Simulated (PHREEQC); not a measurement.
Solution (25 °C): 0.06 mol/kgw Cu(NO3)2 and 0.00042 mol/kgw NaCl. Closed to the air; pH follows from the charge balance.

Computed with PHREEQC (ion-association model, phreeqc.dat).

Precipitation was switched off in this run.

Q: What pH does the model give?

A: pH 4.33.

Q: In which forms is Cl present?

A: Cl- 95 %, CuCl+ 5.1 % of the Cl.

Complexes and solids missing from the database can't appear.
